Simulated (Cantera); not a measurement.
Standard-state values (1 bar) from the NASA 1993 polynomials, evaluated with Cantera. Values are per mole of reaction as written; species without (g) are pure solids or liquids, kept so even where they would boil at 1 bar.

2 SO3(g) → 3 O2(g) + S2(g)

```csv
T (K),ΔH° (kJ),ΔS° (J/K),ΔG° (kJ),log10 K
573,921.9,335.6,729.6,-66.51
673,921.5,335.1,696.0,-54.02
773,…,…,…,…
873,920.1,333.2,629.2,-37.65
973,…,…,…,…
```

Problem. Some entries are withheld; supply them.

Solution. 
- 773, ΔH° (kJ): 920.9
- 773, ΔS° (J/K): 334.2
- 773, ΔG° (kJ): 662.6
- 773, log10 K: -44.77
- 973, ΔH° (kJ): 919.1
- 973, ΔS° (J/K): 332.2
- 973, ΔG° (kJ): 595.9
- 973, log10 K: -31.99
